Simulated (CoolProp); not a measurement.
Vapour-liquid equilibrium of R113 (1) + benzene (2) at 347.3 K; x and y are mole fractions of (1).

The numbers come from the multi-fluid Helmholtz-energy mixture model, Marx 1992 and Thol 2012; pair parameters Bell 2016 in CoolProp.

```tsv
x	bubble pressure (MPa)	y at the bubble point	dew pressure at overall composition x (MPa)	liquid density (mol/L)
0.05	0.09905	0.187	0.08770	10.32
0.125	0.1175	0.358	0.09361	10.05
0.2	0.1326	0.468	0.1003	9.799
0.275	0.1453	0.548	0.1079	9.557
0.35	0.1563	0.610	0.1165	9.326
0.425	0.1661	0.663	0.1263	9.104
0.5	0.1750	0.711	0.1375	8.891
0.575	0.1835	0.755	0.1500	8.688
0.65	0.1915	0.797	0.1636	8.493
0.725	0.1993	0.839	0.1778	8.306
0.8	0.2068	0.882	0.1920	8.128
0.875	0.2142	0.925	0.2057	7.956
0.95	0.2214	0.969	0.2183	7.792
```

No azeotrope shows between x = 0.05 and 0.95.

The pair parameters rest on a limited set of measurements; away from them the model extrapolates.
